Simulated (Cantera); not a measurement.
Input (Python, Cantera):

```python
import numpy as np
import cantera as ct

gas = ct.Solution("gri30.yaml")
gas.TPX = 800, 500000, {'C3H8': 1, 'O2': 4.17, 'N2': 15.7, 'H2': 0.65}
inlet = ct.Reservoir(gas, clone=True)
gas.equilibrate("HP")  # start burning
reactor = ct.IdealGasConstPressureReactor(gas, energy="on", clone=False)
exhaust = ct.Reservoir(gas, clone=True)
tau = [0.39, 0.16, 0.066, 0.027, 0.011, 0.0046, 0.0019, 0.00077, 0.00032, 0.00013, 5.3e-05][0]
for a, b in ((inlet, reactor), (reactor, exhaust)):
    ct.MassFlowController(a, b, mdot=lambda t: reactor.mass / tau)
net = ct.ReactorNet([reactor])
show = ['C3H8', 'O2', 'CH2O', 'OH', 'CO2']

rows = []
print(f"{'tau/s':>10s}{'T/K':>9s}" + "".join(f"{s:>11s}" for s in show))
for tau in [0.39, 0.16, 0.066, 0.027, 0.011, 0.0046, 0.0019, 0.00077, 0.00032, 0.00013, 5.3e-05]:
    net.initial_time = 0.0
    net.advance(30 * tau)
    before = gas.X
    net.advance(40 * tau)
    drift = np.max(np.abs(gas.X - before) / (gas.X + 1e-9))
    rows.append([gas.T, *gas[show].X, drift])
    print(f"{tau:10.3e}{gas.T:9.1f}" + "".join(f"{x:11.3e}" for x in gas[show].X))
```

Result:

```
     tau/s      T/K       C3H8         O2       CH2O         OH        CO2
 3.900e-01   2510.8  6.687e-09  2.313e-04  2.907e-08  2.353e-03  5.909e-02
 1.600e-01   2510.5  1.622e-08  2.380e-04  6.412e-08  2.372e-03  5.908e-02
 6.600e-02   2509.6  3.892e-08  2.538e-04  1.462e-07  2.418e-03  5.906e-02
 2.700e-02   2507.6  9.291e-08  2.907e-04  3.351e-07  2.522e-03  5.900e-02
 1.100e-02   2503.4  2.175e-07  3.716e-04  7.444e-07  2.735e-03  5.888e-02
 4.600e-03   2495.9  4.803e-07  5.297e-04  1.531e-06  3.105e-03  5.865e-02
 1.900e-03   2483.3  1.035e-06  8.269e-04  3.014e-06  3.685e-03  5.825e-02
 7.700e-04   2463.9  2.202e-06  1.358e-03  5.817e-06  4.479e-03  5.756e-02
 3.200e-04   2437.4  4.546e-06  2.210e-03  1.096e-05  5.370e-03  5.652e-02
 1.300e-04   2401.8  9.724e-06  3.618e-03  2.153e-05  6.243e-03  5.485e-02
 5.300e-05   2356.6  2.187e-05  5.986e-03  4.463e-05  6.797e-03  5.209e-02
```

Cantera simulation using GRI-Mech 3.0 (53 species, 325 reactions); the numbers are that mechanism's predictions, not measurements. GRI-Mech 3.0 was tuned for natural gas; its chemistry of propane as a main component is partial and can be far from experiment.
